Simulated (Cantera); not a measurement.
Input: 1 mol CuO, 1 mol CO, 2.9 mol N₂, equilibrated at 1875 K and 7130 Torr.

Equilibrium computed with Cantera from the NASA thermochemical tables; the gas is ideal and each condensed phase is pure. Candidate condensed phases: C, Cu, CuO, Cu₂O; 27 gas species. Rates play no part.

### Question
What is the equilibrium state?

### Answer
| Quantity | Value |
|---|---|
| x(N₂) | 0.743 |
| x(CO₂) | 0.255 |
| x(CO) | 0.00147 |
| x(O₂) | 0.000595 |
| x(NO) | 0.000274 |
| x(Cu) | 0.000131 |
| x(O) | 1.90e-6 |
| x(CuO) | 1.20e-6 |
| n(Cu(l)) | 0.999 mol |
| gas amount | 3.903 mol |
| log10 activity of C(graphite) (absent) | -8.41 |
